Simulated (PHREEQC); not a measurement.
**Reverse-osmosis permeate**

Synthetic water in mg/kgw, 25 °C, pH 6.11, pe 2.5:

| constituent | mg/kgw |
|---|---|
| Na | 0.85 |
| K | 0.137 |
| Ca | 1.26 |
| Mg | 0.81 |
| Cl | 2.57 |
| S(6) as SO4 | 1.17 |
| Alkalinity as HCO3 | 4.42 |
| Fe(2) | 0.0015 |

Valence states are taken as typed.

All values are PHREEQC results (ion-association model, phreeqc.dat), not measurements.

This is a speciation only: nothing precipitates in the calculation.

Question: Predict the charge-balance error.

Answer: charge-balance error 0.2 %.

Question: In which forms is C present?

Answer: CO2 63 %, HCO3- 37 % of the C.
